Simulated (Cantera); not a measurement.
Input: 1 mol Si(CH3)4, 0.15 mol CH4, 120 mol H2, at 40000 Pa.

Equilibrium computed with Cantera from the NASA thermochemical tables; the gas is ideal and each condensed phase is pure. Candidate condensed phases: C, C6H6, C7H8, C8H18, Si, SiC; 87 gas species. Kinetics and transport are ignored. All values below are at 1600 °C.

Base state: H2 0.998, H 0.00102, C2H2 (acetylene) 0.000312, CH4 0.000243 (mole fractions); condensed: C(graphite) + SiC(s).

Q: What changes in the equilibrium state with this change: pressure from 40000 Pa to 133 Pa?

A: 
| species | before | after |
|---|---|---|
| H2 | 0.998 | 0.982 |
| H | 0.00102 | 0.0175 |
| C2H2 (acetylene) | 0.000312 | 0.000306 |
| CH4 | 0.000243 | 7.84e-7 |
| Si | 7.32e-7 | 0.000220 |
| C(graphite), mol | 3.04 | 3.10 |
| SiC(s), mol | 1.000 | 0.969 |
